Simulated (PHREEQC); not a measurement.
0.38 g of hydrous ferric oxide (600 m²/g; 0.2 weak and 0.005 strong sites per Fe, Dzombak-Morel constants, diffuse double layer) in 1 kg of water with 0.3 mol/kgw of an inert sodium salt and 7e-05 mol Na2HAsO4 and 6.9e-06 mol ZnCl2, at 25 °C; the pH is set by adding NaOH or the inert anion's acid. Oxygen is held at 0.21 atm. The system is closed to CO2. No solid was allowed to form.

Computed with PHREEQC (ion-association model, wateq4f.dat).

Predict surface charge σ (C/m²) at pH = 4, 5.5, 7, 8, 9.


```csv
pH,surface charge σ (C/m²)
4,0.309
5.5,0.182
7,0.043
8,-0.016
9,-0.079
```

The database has no arsenate complexes of Zn.
